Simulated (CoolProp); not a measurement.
Vapour-liquid equilibrium of R22 (1) + R142b (2) at 0.6 MPa; x and y are mole fractions of (1).

The numbers come from the multi-fluid Helmholtz-energy mixture model, Kamei 1995 and Lemmon 2006; pair parameters Bell 2016 in CoolProp.

| x | bubble temperature, mixture model (°C) | bubble temperature, Raoult's law (°C) | y, mixture model | y, Raoult's law |
|---|---|---|---|---|
| 0.05 | 42.1 | 41.7 | 0.112 | 0.133 |
| 0.15 | 36.7 | 35.7 | (withheld) | 0.344 |
| 0.25 | 32.0 | 30.4 | 0.450 | 0.502 |
| 0.35 | 27.6 | 25.9 | 0.574 | 0.624 |
| 0.45 | 23.7 | 21.9 | (withheld) | 0.719 |
| 0.55 | (withheld) | 18.3 | 0.763 | 0.795 |
| 0.65 | 16.4 | 15.1 | 0.835 | 0.857 |
| 0.75 | 13.1 | 12.1 | 0.895 | 0.907 |
| 0.85 | 10.0 | 9.5 | 0.944 | 0.949 |
| 0.95 | 7.2 | 7.0 | 0.984 | 0.984 |

Some entries are withheld; supply them.


- 0.15, y, mixture model: 0.300
- 0.45, y, mixture model: 0.676
- 0.55, bubble temperature, mixture model (°C): 19.9

The largest gap from Raoult's law is +1.8 K in bubble temperature, at x = 0.45. No azeotrope shows between x = 0.05 and 0.95.

Pair parameters are fitted to limited data, so mixtures are less certain than the pure fluids.
